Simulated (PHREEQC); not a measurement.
Consider water at 25 °C with 0.06 mol HNO3, 0.024 mol K2SO4 and 9.1e-05 mol H3BO3 per kg of water. Closed to the air; pH follows from the charge balance.

The numbers come from PHREEQC with the ion-association model, phreeqc.dat.

Problem. The ionic strength comes out as 0.101 mol/kgw. What activity coefficients do SO4-2, HSO4-, H+, KSO4-, K+ get?

Solution. SO4-2 0.37, HSO4- 0.78, H+ 0.82, KSO4- 0.79, K+ 0.76.

No solid was allowed to form.
